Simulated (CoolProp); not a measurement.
Vapour-liquid equilibrium of chloromethane (R40) (1) + isobutene (2) at -9.35 °C; x and y are mole fractions of (1).

Model: multi-fluid Helmholtz-energy mixture model, Thol 2014 and Lemmon 2005; pair parameters Bell 2016, in CoolProp.

```
x     bubble pressure (MPa)  y at the bubble point  dew pressure at overall composition x (MPa)  liquid density (mol/L)
----  ---------------------  ---------------------  -------------------------------------------  ----------------------
0.05                0.09984                  0.117                                      0.09542                   11.46
0.15                 0.1130                      …                                       0.1021                   12.00
0.25                 0.1244                      …                                       0.1095                   12.58
0.35                 0.1344                  0.527                                       0.1178                       …
0.45                      …                  0.614                                            …                   13.92
0.55                 0.1517                  0.692                                       0.1368                   14.70
0.65                 0.1595                      …                                       0.1472                   15.55
0.75                 0.1668                  0.833                                       0.1579                   16.49
0.85                 0.1739                      …                                       0.1686                       …
0.95                 0.1806                  0.967                                       0.1789                   18.72
```

Problem. Fill in the missing entries.

Solution. 
- 0.15, y at the bubble point: 0.293
- 0.25, y at the bubble point: 0.423
- 0.35, liquid density (mol/L): 13.22
- 0.45, bubble pressure (MPa): 0.1434
- 0.45, dew pressure at overall composition x (MPa): 0.1269
- 0.65, y at the bubble point: 0.764
- 0.85, y at the bubble point: 0.900
- 0.85, liquid density (mol/L): 17.54

No azeotrope shows between x = 0.05 and 0.95.

Pair parameters are fitted to limited data, so mixtures are less certain than the pure fluids.
